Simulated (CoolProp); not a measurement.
Vapour pressure (bar) of chloromethane (R40): the reference equation beside estimates from Tc = 418.6 K, pc = 69.29 bar, ω = 0.150. Clausius-Clapeyron is anchored at 359.4 K with a constant enthalpy of vaporisation of 14.16 kJ/mol.

Model: reference Helmholtz-energy equation of state, Thol 2014, in CoolProp.

| T (K) | reference | Clausius-Clapeyron | Peng-Robinson |
|---|---|---|---|
| 328 | 12.64 | 15.84 | 12.49 |
| 338.5 | 16.09 | 18.61 | 15.93 |
| 348.9 | 20.14 | 21.63 | 19.97 |
| 359.4 | 24.94 | 24.94 | 24.78 |
| 369.9 | 30.53 | 28.53 | 30.39 |
| 380.3 | 36.92 | 32.36 | 36.81 |
| 390.8 | 44.32 | 36.50 | 44.25 |
| 401.3 | 52.78 | 40.91 | 52.74 |
| 411.7 | 62.31 | 45.54 | 62.28 |

Absolute difference from the reference over all 9 rows, mean and median: Clausius-Clapeyron 14.9 and 15.7 %, Peng-Robinson 0.5 and 0.5 %.
